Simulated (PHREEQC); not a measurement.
0.2 mol of Fluorite (CaF2) is brought to equilibrium with 1 kg of water, at 25 °C under several pressures of CO2. Oxygen is held at 0.21 atm. The run lets Fluorite, Calcite precipitate or redissolve, and no other solid.

All values are PHREEQC results (ion-association model, phreeqc.dat), not measurements.

### Question
Predict CO2 (mol/kgw) at log pCO2 (atm) = -4, -2, 0.

### Answer
| log pCO2 (atm) | CO2 (mol/kgw) |
|---|---|
| -4 | 3.40e-6 |
| -2 | 0.000340 |
| 0 | 0.0338 |
